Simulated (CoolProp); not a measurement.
Model: reference Helmholtz-energy equation of state, Lemmon and Jacobsen 2000, in CoolProp.

**Question.** For R143a, give the phase and the cv (kJ/(kg K)), speed of sound (m/s), isothermal compressibility (1/MPa), Prandtl number at 454 K and 18.2 bar.

**Answer.** 
- 454 K and 18.2 bar: gas; cv 1.13, speed of sound 210, isothermal compressibility 0.589, Prandtl number 0.674

Viscosity comes from a separate model (Klein 1997), an estimate that may be off by 10 % or more. Thermal conductivity comes from a separate model (McLinden 2000), an estimate that may be off by 10 % or more.
